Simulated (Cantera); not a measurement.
Standard-state values (1 bar) from the NASA 1993 polynomials, evaluated with Cantera. Values are per mole of reaction as written; species without (g) are pure solids or liquids, kept so even where they would boil at 1 bar.

3 N2(g) + O3(g) = 3 N2O(g)

| T (K) | ΔH° (kJ) | ΔS° (J/K) | ΔG° (kJ) | log10 K |
|---|---|---|---|---|
| 300 | 103.0 | -153.9 | 149.1 | -25.97 |
| 1375 | (withheld) | (withheld) | (withheld) | (withheld) |
| 1525 | 113.4 | -145.4 | 335.0 | -11.48 |
| 1675 | (withheld) | (withheld) | (withheld) | (withheld) |
| 1825 | (withheld) | (withheld) | (withheld) | (withheld) |
| 1975 | 118.4 | -142.4 | 399.7 | -10.57 |
| 2125 | 119.3 | -142.0 | 421.0 | -10.35 |

**Question.** What belongs in the gaps?

**Answer.** 
- 1375, ΔH° (kJ): 111.2
- 1375, ΔS° (J/K): -146.8
- 1375, ΔG° (kJ): 313.1
- 1375, log10 K: -11.89
- 1675, ΔH° (kJ): 115.3
- 1675, ΔS° (J/K): -144.1
- 1675, ΔG° (kJ): 356.7
- 1675, log10 K: -11.12
- 1825, ΔH° (kJ): 117.0
- 1825, ΔS° (J/K): -143.2
- 1825, ΔG° (kJ): 378.3
- 1825, log10 K: -10.83
